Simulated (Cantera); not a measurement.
Mixture: CH₄ : O₂ : N₂ : CO₂ = 1 : 2.13 : 11.3 : 1.7 (molar parts), equivalence ratio 0.94, at 10.9 atm, adiabatic and at constant volume. Ignition delay is the time to a rise of 400 K.

Cantera simulation using GRI-Mech 3.0 (53 species, 325 reactions); the numbers are that mechanism's predictions, not measurements.

Problem. What does this change do: 1.2 parts H2 added?

Solution. 
```json
[
 {"quantity": "delay at 1225 K", "before": "4.62 ms", "after": "0.192 ms"},
 {"quantity": "delay at 1325 K", "before": "1.52 ms", "after": "74.5 µs"},
 {"quantity": "delay at 1425 K", "before": "0.543 ms", "after": "37.7 µs"},
 {"quantity": "delay at 1525 K", "before": "0.207 ms", "after": "21.0 µs"},
 {"quantity": "delay at 1625 K", "before": "83.6 µs", "after": "12.3 µs"},
 {"quantity": "delay at 1725 K", "before": "36.4 µs", "after": "7.57 µs"},
 {"quantity": "apparent activation energy between 1525 and 1725 K", "before": "190 kJ/mol", "after": "110 kJ/mol"}
]
```
